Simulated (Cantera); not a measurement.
Charge: 1 mol CsCl, 45 mol H2, 0.59 mol N2, held at 75.0 Torr.

Cantera equilibrium calculation (NASA polynomials, part measured and part estimated; ideal gas, pure solids and liquids). Candidate condensed phases: Cs, CsCl, NH4Cl; 16 gas species. The numbers say what is thermodynamically allowed, not how fast it happens.

x: gas mole fraction; n: condensed amount in mol.

| T (K) | x H2 | x CsCl | x N2 | x Cs2Cl2 | x Cs | n CsCl(s) | n CsCl(l) |
|---|---|---|---|---|---|---|---|
| 698 | 0.987 | 4.65e-7 | 0.0129 | 1.43e-7 | 5.58e-11 | 1.000 | 0 |
| 798 | 0.987 | ___ | 0.0129 | ___ | ___ | 0.998 | 0 |
| 898 | 0.986 | 0.000680 | 0.0129 | 0.000358 | 1.55e-7 | 0.936 | 0 |
| 998 | 0.977 | 0.00684 | 0.0128 | 0.00347 | 2.20e-6 | 0 | 0.365 |
| 1098 | 0.969 | ___ | 0.0127 | ___ | ___ | 0 | 0 |
| 1198 | 0.967 | 0.0197 | 0.0127 | 0.000872 | 3.51e-5 | 0 | 0 |
| 1298 | 0.966 | 0.0209 | 0.0127 | 0.000257 | 8.56e-5 | 0 | 0 |
| 1398 | 0.966 | 0.0211 | 0.0127 | 8.41e-5 | 0.000180 | 0 | 0 |
| 1498 | 0.966 | 0.0211 | 0.0127 | 3.12e-5 | 0.000341 | 0 | 0 |
| 1598 | 0.965 | 0.0208 | 0.0127 | 1.30e-5 | 0.000595 | 0 | 0 |

### Question
Complete the blanks.

### Answer

- 1098, x CsCl: 0.0159
- 1098, x Cs2Cl2: 0.00279
- 1098, x Cs: 1.14e-5
- 798, x CsCl: 2.93e-5
- 798, x Cs2Cl2: 1.26e-5
- 798, x Cs: 4.95e-9
